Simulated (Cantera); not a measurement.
A closed system holds: 1 mol TEOS, 6 mol N₂O, 11 mol H₂, held at 727 °C and 750 Torr.

Equilibrium computed with Cantera from the NASA thermochemical tables; the gas is ideal and each condensed phase is pure. Candidate condensed phases: C, C₆H₆, C₇H₈, C₈H₁₈, H₂O, Si, SiC, SiO₂, Si₂N₂O, Si₃N₄; 151 gas species. The feed counts by its element totals alone. Kinetics and transport are ignored.

Base state: H₂ 0.554, N₂ 0.186, CO 0.175, H₂O 0.0383, CH₄ 0.0293, CO₂ 0.0174, NH₃ 0.000104 (mole fractions); condensed: C(graphite) + SiO₂(β-quartz).

**Question.** What changes in the equilibrium state with this change: H₂ from 11 to 72 mol?

**Answer.** 
```json
[
 {"species": "H₂", "before": "0.554", "after": "0.813"},
 {"species": "N₂", "before": "0.186", "after": "0.0667"},
 {"species": "CO", "before": "0.175", "after": "0.0522"},
 {"species": "CO₂", "before": "0.0174", "after": "0.00287"},
 {"species": "H₂O", "before": "0.0383", "after": "0.0311"},
 {"species": "CH₄", "before": "0.0293", "after": "0.0340"},
 {"species": "NH₃", "before": "0.000104", "after": "0.000110"},
 {"species": "C(graphite), mol", "before": "0.851", "after": "0"},
 {"species": "SiO₂(β-quartz), mol", "before": "1.00", "after": "1.00"}
]
```
